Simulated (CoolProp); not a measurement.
Vapour-liquid equilibrium of nitrogen (1) + methane (2) at -166.55 °C; x and y are mole fractions of (1).

Computed with CoolProp (multi-fluid Helmholtz-energy mixture model, Span 2000 and Setzmann 1991; pair parameters Kunz 2012).

```
x      bubble pressure, mixture model (bar)  bubble pressure, Raoult's law (bar)  y, mixture model  y, Raoult's law
-----  ------------------------------------  -----------------------------------  ----------------  ---------------
0.05                                  1.614                                1.219             0.596            0.491
0.125                                 2.853                                2.068             0.777            0.723
0.2                                   3.902                                2.916             0.842            0.821
0.275                                 4.808                                3.765             0.876            0.874
0.35                                  5.607                                4.614             0.898            0.908
0.425                                 6.330                                5.462             0.913            0.931
0.5                                   7.003                                6.311             0.926            0.948
0.575                                 7.651                                7.159             0.937            0.961
0.65                                  8.297                                8.008             0.947            0.971
0.725                                 8.961                                8.856             0.957            0.980
0.8                                   9.668                                9.705             0.967            0.987
0.875                                 10.44                                10.55             0.978            0.992
0.95                                  11.31                                11.40             0.991            0.997
```

The largest gap from Raoult's law is +38.0 % in bubble pressure, at x = 0.125. No azeotrope shows between x = 0.05 and 0.95.

Pair parameters are fitted to limited data, so mixtures are less certain than the pure fluids. The gap from Raoult's law changes sign with composition, which may be real or a fault of the pair parameters; it wasn't checked against measurements.
